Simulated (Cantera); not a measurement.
Charge: 1 mol SF6, 8.4 mol H2O, 4.1 mol H2, at 13.3 mbar.

Cantera equilibrium calculation (NASA polynomials, part measured and part estimated; ideal gas, pure solids and liquids). Candidate condensed phases: H2O, H2SO4, S; 71 gas species. Ions and electrons are included (thermal ionisation). Kinetics and transport are ignored. All values below are at 4477 °C.

Base state: H 0.618, O 0.208, F 0.148, S 0.0247, HF 0.00114, H2 0.000222, OH 0.000138, e- 9.58e-5 (mole fractions); condensed: gas only.

**Question.** What changes in the equilibrium state with this change: SF6 replaced by HI?

**Answer.** 
```tsv
species	before	after
H	0.618	0.734
O	0.208	0.237
I	0	0.0283
F	0.148	0
S	0.0247	0
HF	0.00114	0
S+	9.48e-5	0
```
Further candidate phases: I2.
